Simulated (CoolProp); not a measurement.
Properties of hydrogen chloride along the isobar 0.101 MPa.

Values from CoolProp's reference Helmholtz-energy equation of state, Thol 2018.

```tsv
T (°C)	phase	density (kg/m³)	Joule-Thomson coefficient (K/MPa)	isothermal compressibility (1/MPa)	fugacity coefficient
-100.25	liquid	1222	-0.3279	0.0009322	0.3819
-81.45	gas	2.376	51.22	10.19	0.9733
-62.75	gas	2.147	39.97	10.10	0.9808
-43.95	gas	1.961	31.62	10.05	0.9858
-25.25	gas	1.806	25.49	10.01	0.9892
-6.55	gas	1.676	20.96	9.987	0.9915
12.25	gas	1.563	17.56	9.970	0.9932
30.95	gas	1.465	15.01	9.957	0.9944
49.75	gas	1.378	13.04	9.947	0.9954
68.45	gas	1.302	11.51	9.940	0.9961
87.25	gas	1.233	10.28	9.934	0.9967
105.95	gas	1.172	9.293	9.929	0.9972
124.65	gas	1.116	8.472	9.925	0.9976
```
